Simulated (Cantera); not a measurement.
Charge: 1 mol MgSO4, 0.14 mol CO2, 0.051 mol O2, 5.8 mol H2O, equilibrated at 0.130 bar.

These are equilibrium values from Cantera (NASA tables, ideal gas, pure condensed phases), not measurements of a reactor. Candidate condensed phases: C, C6H6, C7H8, C8H18, H2O, H2SO4, Mg, MgCO3, MgO, Mg(OH)2, MgS, MgSO4, S; 130 gas species. Mutual solubility and eutectic melting of coexisting phases are not modelled. Rates play no part. All values below are at 1023 K.

Base state: H2O 0.966, CO2 0.0233, O2 0.00935, SO2 0.00172, SO3 8.30e-5 (mole fractions); condensed: MgO(s) + MgSO4(s).

Q: What changes in the equilibrium state with this change: O2 from 0.051 to 15 mol?

A: 
| species | before | after |
|---|---|---|
| O2 | 0.00935 | 0.716 |
| H2O | 0.966 | 0.277 |
| CO2 | 0.0233 | 0.00668 |
| SO2 | 0.00172 | 0.000196 |
| SO3 | 8.30e-5 | 8.30e-5 |
| MgO(s), mol | 0.0108 | 0.00585 |
| MgSO4(s), mol | 0.989 | 0.994 |
